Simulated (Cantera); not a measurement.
## N2O furnace oxynitridation

An isothermal, constant-pressure homogeneous reactor starts with N2O : H2 : N2 = 1 : 0.023 : 0.58 (molar parts), at 1375 K and 705 Torr.

Computed with Cantera and GRI-Mech 3.0 (53 species, 325 reactions). GRI-Mech 3.0 was tuned for natural gas; its chemistry of N2O as a main component is partial and can be far from experiment. The mechanism lacks the step 2 NO + O2 → 2 NO2, which can matter for NO2 below about 1400 K. The temperature is held fixed by assumption; the heat of reaction is taken as removed at once.

```tsv
t (s)	x N2O	x H2	x H2O2	x OH	x H	x HO2
0.000900	0.603	0.000999	8.56e-8	7.88e-5	1.25e-6	8.44e-6
0.00175	0.595	0.000184	4.39e-8	5.84e-5	2.10e-7	5.40e-6
0.00341	0.582	1.14e-5	2.84e-8	5.45e-5	5.17e-8	3.62e-6
0.00663	0.557	2.73e-7	2.32e-8	5.72e-5	4.23e-8	2.45e-6
0.0129	0.513	1.98e-7	2.07e-8	5.95e-5	4.24e-8	1.54e-6
0.0251	0.439	1.80e-7	1.91e-8	5.98e-5	4.21e-8	9.03e-7
0.0488	0.332	1.67e-7	1.71e-8	5.74e-5	4.02e-8	5.14e-7
0.0949	0.204	1.47e-7	1.40e-8	5.15e-5	3.42e-8	2.92e-7
0.185	0.0921	1.08e-7	9.50e-9	4.14e-5	2.14e-8	1.67e-7
0.359	0.0265	5.23e-8	4.40e-9	2.69e-5	6.97e-9	8.89e-8
0.698	0.00362	1.55e-8	1.16e-9	1.32e-5	1.02e-9	3.98e-8
1.36	0.000104	7.99e-9	4.76e-10	8.20e-6	3.31e-10	2.40e-8
2.64	1.15e-6	7.75e-9	4.54e-10	8.00e-6	3.14e-10	2.34e-8
5.14	1.04e-6	7.75e-9	4.54e-10	8.00e-6	3.14e-10	2.34e-8
10.0	1.04e-6	7.75e-9	4.54e-10	8.00e-6	3.14e-10	2.34e-8
```
x: mole fraction; the columns are a selection and need not sum to one.

Equilibrium at this temperature and pressure: N2O 3.96e-8, H2 7.23e-9, H2O2 4.86e-10, OH 8.28e-6, H 3.03e-10, HO2 2.59e-8 (gas phase only).
